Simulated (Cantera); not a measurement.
A closed system holds: 1 mol HBr, 5.5 mol H2, 0.43 mol O2, equilibrated at 1225 K and 0.285 Torr.

Equilibrium computed with Cantera from the NASA thermochemical tables; the gas is ideal and each condensed phase is pure. Equilibrium is a limit: real reactors are often held back by kinetics, nucleation or transport.

```csv
species,before,after
H2,0.714,0.763
HBr,0.153,0.153
H2O,0.132,0.0830
H,1.35e-5,1.40e-5
Br,0.00104,0.00100
```
Gas species are given as mole fractions.

Question: Name the change that produced these shifts.
(A) O2 from 0.43 to 0.99 mol
(B) pressure from 0.285 Torr to 23.3 Torr
(C) O2 from 0.43 to 0.27 mol
(D) temperature from 1225 K to 2023 K

Answer: C, O2 from 0.43 to 0.27 mol
